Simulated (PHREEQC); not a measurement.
Dissolve 0.013 mol/kgw NaHCO3, 0.0002 mol/kgw Na2B4O7 and 0.029 mol/kgw KCl at 25 °C. Closed to the air; pH follows from the charge balance.

Model: ion-association model, phreeqc.dat, run in PHREEQC.

Task: The ionic strength comes out as 0.0426 mol/kgw. What activity coefficients do Na+, OH-, K+, H2BO3-, CO3-2 get?

Result: Na+ 0.83, OH- 0.82, K+ 0.82, H2BO3- 0.83, CO3-2 0.49.

No solid was allowed to form.
